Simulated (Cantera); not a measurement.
A perfectly stirred reactor is fed with H₂ : O₂ = 0.25 : 1 (molar parts), equivalence ratio 0.12, at 10.5 Torr; it is held at 1375 K, and followed from long to short residence time.

Model: GRI-Mech 3.0 (53 species, 325 reactions), integrated in Cantera. Radical loss at walls, strong at low pressure, is not modelled. The temperature is held fixed by assumption; the heat of reaction is taken as removed at once.

Q: What does this change do: pressure from 10.5 Torr to 7.28 Torr?

A: 
```
quantity                 before     after
---------------------  --------  --------
x(H₂) at τ = 11.0 s    0.000150  0.000234
x(O₂) at τ = 11.0 s       0.776     0.775
x(HO₂) at τ = 11.0 s    1.05e-6   1.04e-6
x(OH) at τ = 11.0 s     0.00201   0.00257
x(O) at τ = 11.0 s     0.000943   0.00154
x(H₂) at τ = 19.0 ms    0.00701   0.00871
x(O₂) at τ = 19.0 ms      0.722     0.705
x(HO₂) at τ = 19.0 ms   6.38e-6   4.38e-6
x(OH) at τ = 19.0 ms     0.0135    0.0150
x(O) at τ = 19.0 ms      0.0475    0.0618
```
